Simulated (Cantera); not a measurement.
**Low-pressure radical oxidation in H2/O2**

A perfectly stirred reactor is fed with 1.34 % H2, 98.7 % O2, equivalence ratio 0.0068, at 0.0130 bar; it is held at 1325 K, and followed from long to short residence time.

Computed with Cantera and GRI-Mech 3.0 (53 species, 325 reactions). Radical loss at walls, strong at low pressure, is not modelled.

```tsv
τ (s)	x H2	x O2	x H2O2	x H	x HO2	x O	x H2O
0.98	4.24e-5	0.983	1.32e-8	0.000101	3.98e-7	0.00349	0.0129
0.43	6.65e-5	0.981	1.51e-8	0.000182	4.92e-7	0.00517	0.0127
0.19	0.000104	0.979	1.69e-8	0.000293	5.80e-7	0.00701	0.0125
0.081	0.000170	0.977	1.88e-8	0.000419	6.60e-7	0.00869	0.0123
0.035	0.000298	0.976	2.13e-8	0.000535	7.31e-7	0.00973	0.0120
0.015	0.000568	0.975	2.54e-8	0.000642	8.10e-7	0.0100	0.0116
0.0067	0.00110	0.976	3.17e-8	0.000738	8.96e-7	0.00964	0.0108
```
x: mole fraction; the columns are a selection and need not sum to one.
